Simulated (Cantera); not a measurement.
Feed: 1 mol AlBr3, 84 mol N2, 73 mol H2, 1.1 mol N2O, equilibrated at 750 Torr.

Equilibrium computed with Cantera from the NASA thermochemical tables; the gas is ideal and each condensed phase is pure. Candidate condensed phases: Al, AlBr3, AlN, Al2O3, Br2, H2O; 41 gas species. Mutual solubility and eutectic melting of coexisting phases are not modelled. Rates play no part.

### Question
At 1723 K, list the 5 most abundant gas species with their mole fractions, and the condensed phases.

### Answer
N2 0.533, H2 0.449, HBr 0.0172, AlBr 0.000385, AlBr3 0.000319. Condensed: AlN(s) + Al2O3(s).
